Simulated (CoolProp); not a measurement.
Vapour-liquid equilibrium of n-heptane (1) + m-xylene (2) at 0.0167 MPa; x and y are mole fractions of (1).

Computed with CoolProp (multi-fluid Helmholtz-energy mixture model, Span 2003 and Zhou 2012; pair parameters Bell 2016).

Give the bubble temperature and the first vapour's composition at x = 0.2, 0.5, 0.95. Is there an azeotrope?

x = 0.2: 341.1 K, y = 0.544; x = 0.5: 330.5 K, y = 0.806; x = 0.95: 321.1 K, y = 0.985. No azeotrope shows between x = 0.05 and 0.95.

The pair parameters rest on a limited set of measurements; away from them the model extrapolates.
